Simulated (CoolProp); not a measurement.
Values from CoolProp's reference Helmholtz-energy equation of state, Lemmon 2013.

### Question
For propylene, give the phase and the density (kg/m³), isothermal compressibility (1/MPa), expansivity (1/kK), conductivity (mW/(m K)) at 213 K and 57.3 bar.

### Answer
- 213 K and 57.3 bar: liquid; density 631, isothermal compressibility 0.00145, expansivity 1.82, conductivity 153

Thermal conductivity comes from a separate model (Huber 2003), an estimate that may be off by 10 % or more.
